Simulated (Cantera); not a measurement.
A closed system holds: 1 mol SiH₂Cl₂, 0.046 mol HCl, 140 mol H₂, equilibrated at 1.80 bar.

Cantera equilibrium calculation (NASA polynomials, part measured and part estimated; ideal gas, pure solids and liquids). Candidate condensed phases: Si; 19 gas species. Kinetics and transport are ignored.

Over these rows the condensed part is Si(s). Partial pressures as log10 of bar:

```tsv
T (K)	1000/T (1/K)	log p SiHCl₃	log p H₂	log p HCl
1123	0.8905	-2.63	0.25	-1.89
1198	0.8347	?	0.25	-1.76
1273	0.7855	-3.17	0.25	-1.68
1348	0.7418	-3.55	0.25	-1.65
1423	0.7027	-3.94	0.25	-1.63
1498	0.6676	-4.31	0.25	-1.63
```

Fit log p(SiHCl₃) = a + b·(1000/T) to the five rows, give the apparent enthalpy, and predict the row at 1198 K.

Means: 1000/T = 0.7576, log p = -3.520. Sxy = 0.222678, Sxx = 0.0298045, so b = 7.47 and a = -3.520 − (7.47)×0.7576 = -9.18.
Apparent enthalpy: −19.145 × (7.47) = -143 kJ/mol. With the condensed phases at unit activity, Si(s) + 3 HCl(g) = SiHCl₃(g) + H₂(g) links this pressure to the main gases: over the six rows their terms move log p by +0.78 in all, so the slope isn't that reaction's ΔH° alone. The five rows lie within 0.14 of the line; that is curvature, so one enthalpy describes this range poorly.
Prediction at 1198 K: -9.18 + (7.47)×0.8347 = -2.94. The computed value is -2.85, 0.09 from the line.
